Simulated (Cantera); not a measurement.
What does this Cantera script print?

```python
import numpy as np
import cantera as ct

gas = ct.Solution("gri30.yaml")
gas.TPX = 475, 101325, {'H2': 1, 'O2': 0.5, 'N2': 1.88, 'NO': 0.014, 'H2O': 0.0086}
inlet = ct.Reservoir(gas, clone=True)
gas.equilibrate("HP")  # start burning
reactor = ct.IdealGasConstPressureReactor(gas, energy="on", clone=False)
exhaust = ct.Reservoir(gas, clone=True)
tau = [0.07, 0.034, 0.016, 0.0077, 0.0037, 0.0018, 0.00085, 0.00041, 0.00019, 9.3e-05, 4.5e-05, 2.1e-05, 1e-05][0]
for a, b in ((inlet, reactor), (reactor, exhaust)):
    ct.MassFlowController(a, b, mdot=lambda t: reactor.mass / tau)
net = ct.ReactorNet([reactor])
show = ['H2', 'O2', 'NO', 'O', 'HO2', 'N2O']

rows = []
print(f"{'tau/s':>10s}{'T/K':>9s}" + "".join(f"{s:>11s}" for s in show))
for tau in [0.07, 0.034, 0.016, 0.0077, 0.0037, 0.0018, 0.00085, 0.00041, 0.00019, 9.3e-05, 4.5e-05, 2.1e-05, 1e-05]:
    net.initial_time = 0.0
    net.advance(30 * tau)
    before = gas.X
    net.advance(40 * tau)
    drift = np.max(np.abs(gas.X - before) / (gas.X + 1e-9))
    rows.append([gas.T, *gas[show].X, drift])
    print(f"{tau:10.3e}{gas.T:9.1f}" + "".join(f"{x:11.3e}" for x in gas[show].X))
```

Result:

```
     tau/s      T/K         H2         O2         NO          O        HO2        N2O
 7.000e-02   2460.8  1.916e-02  7.685e-03  3.846e-03  1.123e-03  1.979e-06  1.840e-07
 3.400e-02   2454.1  1.975e-02  7.888e-03  3.952e-03  1.185e-03  2.037e-06  1.814e-07
 1.600e-02   2440.6  2.090e-02  8.321e-03  4.101e-03  1.318e-03  2.163e-06  1.756e-07
 7.700e-03   2416.3  2.290e-02  9.121e-03  4.256e-03  1.579e-03  2.408e-06  1.648e-07
 3.700e-03   2375.2  2.605e-02  1.048e-02  4.386e-03  2.073e-03  2.872e-06  1.485e-07
 1.800e-03   2313.6  3.031e-02  1.245e-02  4.477e-03  2.901e-03  3.695e-06  1.310e-07
 8.500e-04   2225.0  3.555e-02  1.515e-02  4.534e-03  4.222e-03  5.176e-06  1.173e-07
 4.100e-04   2116.2  4.080e-02  1.830e-02  4.558e-03  5.956e-03  7.479e-06  1.109e-07
 1.900e-04   1980.2  4.587e-02  2.212e-02  4.549e-03  8.120e-03  1.109e-05  1.104e-07
 9.300e-05   1838.5  5.003e-02  2.622e-02  4.513e-03  1.012e-02  1.583e-05  1.146e-07
 4.500e-05   1683.3  5.493e-02  3.152e-02  4.458e-03  1.161e-02  2.287e-05  1.242e-07
 2.100e-05   1505.8  6.748e-02  4.113e-02  4.393e-03  1.151e-02  3.620e-05  1.459e-07
 1.000e-05    475.0  2.939e-01  1.469e-01  4.115e-03 -1.238e-21 -1.256e-17 -2.813e-19
```

Model: GRI-Mech 3.0 (53 species, 325 reactions), integrated in Cantera. The mechanism lacks 2 NO + O2 → 2 NO2 and HONO, so NO2 and the effect of NO are under-described below about 1400 K.
